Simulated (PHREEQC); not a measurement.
Solution (20 °C): 0.00038 mol/kgw CaSO4, 0.089 mol/kgw Na2HPO4 and 0.00064 mol/kgw NaCl. Closed to the air; pH follows from the charge balance.

All values are PHREEQC results (ion-association model, phreeqc.dat), not measurements.

| quantity | before | after |
|---|---|---|
| pH | 9.01 | 7.07 |
| ionic strength (mol/kgw) | 0.253 | 0.0910 |
| Na+ (mol/kgw) | 0.171 | 0.0896 |

### Question
What was changed between the two runs?
A. temperature from 20 to 45 °C
B. NaCl from 0.00064 to 0.00032 mol/kgw
C. Na2HPO4 replaced by NaNO3 at the same molality
D. diluted 5-fold with water
E. CaSO4 left out

### Answer
C, Na2HPO4 replaced by NaNO3 at the same molality

Precipitation was switched off in this run. Some of these states are supersaturated (in Hydroxyapatite, for instance).
